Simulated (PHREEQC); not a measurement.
Solution (25 °C): 0.0096 mol Na2SO4 and 0.044 mol KCl per kg of water. Closed to the air; pH follows from the charge balance.

All values are PHREEQC results (ion-association model, phreeqc.dat), not measurements.

| Quantity | Value |
|---|---|
| ionic strength | 0.0701 mol/kgw |
| specific conductance | 7360 µS/cm |
| density | 1.000 g/cm³ |

| species | molality | activity | log γ |
|---|---|---|---|
| Cl- | 0.0440 | 0.0348 | -0.101 |
| K+ | 0.0430 | 0.0340 | -0.102 |
| Na+ | 0.0189 | 0.0152 | -0.094 |
| SO4-2 | 0.00826 | 0.00345 | -0.379 |
| KSO4- | 0.00102 | 0.000823 | -0.092 |
| NaSO4- | 0.000325 | 0.000263 | -0.092 |
| OH- | 1.44e-7 | 1.13e-7 | -0.104 |
| H+ | 1.06e-7 | 8.93e-8 | -0.076 |
| HSO4- | 3.73e-8 | 2.99e-8 | -0.096 |

Precipitation was switched off in this run.
